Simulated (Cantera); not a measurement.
An adiabatic, constant-volume homogeneous reactor starts with H2 : O2 : N2 = 1 : 1.28 : 4.82 (molar parts), at 1650 K and 4.30 bar. Integrator tolerance rtol = 1e-08.

Cantera simulation using GRI-Mech 3.0 (53 species, 325 reactions); the numbers are that mechanism's predictions, not measurements. The hydrogen kinetics of GRI-Mech 3.0 are dated; newer H2 mechanisms differ, most at raised pressure.

```tsv
quantity	before	after
time of steepest temperature rise	2.32 µs	1.02 µs
temperature at 0.200 s	2664 K	2687 K
equilibrium temperature	2664 K	2687 K
x(H2) at 0.200 s	0.00216 (gas-phase equilibrium 0.00216)	0.00158 (gas-phase equilibrium 0.00158)
x(O2) at 0.200 s	0.103 (gas-phase equilibrium 0.103)	0.103 (gas-phase equilibrium 0.103)
x(NO2) at 0.200 s	2.72e-5 (gas-phase equilibrium 2.72e-5)	4.24e-5 (gas-phase equilibrium 4.24e-5)
x(N2O) at 0.200 s	2.73e-6 (gas-phase equilibrium 2.73e-6)	4.35e-6 (gas-phase equilibrium 4.35e-6)
x(H2O) at 0.200 s	0.141 (gas-phase equilibrium 0.141)	0.142 (gas-phase equilibrium 0.142)
x(OH) at 0.200 s	0.0145 (gas-phase equilibrium 0.0145)	0.0126 (gas-phase equilibrium 0.0126)
```

Q: Which change was made?
A. pressure from 4.30 bar to 1.00 bar
B. H2 1 to 0.43 parts
C. pressure from 4.30 bar to 10.0 bar
D. pressure from 4.30 bar to 1.30 bar

A: C, pressure from 4.30 bar to 10.0 bar
